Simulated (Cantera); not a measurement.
A perfectly stirred reactor is fed with 84.2 % NO, 12.6 % N₂, 3.12 % H₂O, at 190000 Pa; it is held at 1723 K, and followed from long to short residence time.

Model: GRI-Mech 3.0 (53 species, 325 reactions), integrated in Cantera.

x: mole fraction; the columns are a selection and need not sum to one.

| τ (s) | x NO | x O₂ | x NO₂ | x N₂ | x N₂O |
|---|---|---|---|---|---|
| 3.6 | 0.470 | 0.185 | 0.00181 | 0.312 | 7.67e-5 |
| 2.0 | 0.557 | 0.141 | 0.00188 | 0.268 | 0.000108 |
| 1.1 | 0.639 | 0.100 | 0.00183 | 0.227 | 0.000143 |
| 0.58 | 0.711 | 0.0642 | 0.00166 | 0.191 | 0.000178 |
| 0.31 | 0.762 | 0.0388 | 0.00142 | 0.166 | 0.000205 |
| 0.17 | 0.795 | ? | ? | 0.150 | 0.000223 |
| 0.092 | 0.815 | 0.0127 | 0.000967 | 0.140 | 0.000233 |
| 0.050 | 0.827 | ? | ? | 0.134 | 0.000237 |
| 0.027 | 0.834 | 0.00360 | 0.000672 | 0.130 | 0.000235 |
| 0.015 | 0.838 | 0.00186 | 0.000578 | 0.128 | 0.000226 |
| 0.0079 | 0.840 | 0.000842 | 0.000487 | 0.127 | 0.000209 |

What belongs in the gaps?


- 0.17, x O₂: 0.0227
- 0.17, x NO₂: 0.00118
- 0.050, x O₂: 0.00689
- 0.050, x NO₂: 0.000800
